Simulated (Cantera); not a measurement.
Input: 1 mol FeS, 2.9 mol H₂S, 0.086 mol CO₂, at 802 °C.

Cantera equilibrium calculation (NASA polynomials, part measured and part estimated; ideal gas, pure solids and liquids). Candidate condensed phases: C, C₆H₆, C₇H₈, C₈H₁₈, Fe, Fe(CO)₅, FeO, Fe(OH)₂, Fe(OH)₃, FeS, FeSO₄, FeS₂, Fe₂O₃, Fe₂(SO₄)₃, Fe₃O₄, H₂O, H₂SO₄, S; 127 gas species. FeS: taken at fixed stoichiometry. Gases not in the tables: S₃ to S₇. Kinetics and transport are ignored.

x: gas mole fraction; n: condensed amount in mol.

| P (Pa) | x H₂S | x H₂ | x S₂ | x H₂O | x CO | n FeS(s) |
|---|---|---|---|---|---|---|
| 1000 | 0.573 | 0.246 | 0.133 | 0.0231 | 0.0210 | 1.00 |
| 2600 | 0.650 | 0.193 | 0.107 | 0.0235 | 0.0205 | 1.00 |
| 6700 | 0.716 | 0.149 | 0.0843 | 0.0237 | 0.0195 | 1.00 |
| 17000 | 0.769 | 0.114 | 0.0659 | 0.0237 | 0.0181 | 1.00 |
| 45000 | 0.814 | 0.0846 | 0.0504 | 0.0236 | 0.0163 | 1.00 |
| 120000 | 0.848 | ? | ? | 0.0235 | ? | 1.00 |
| 300000 | 0.873 | ? | ? | 0.0233 | ? | 1.00 |
| 770000 | 0.893 | 0.0340 | 0.0220 | 0.0231 | 0.0101 | 1.00 |
| 2000000 | 0.908 | 0.0248 | 0.0165 | 0.0229 | 0.00816 | 1.00 |

Q: What belongs in the gaps?

A: 
- 120000, x H₂: 0.0621
- 120000, x S₂: 0.0382
- 120000, x CO: 0.0142
- 300000, x H₂: 0.0462
- 300000, x S₂: 0.0292
- 300000, x CO: 0.0122
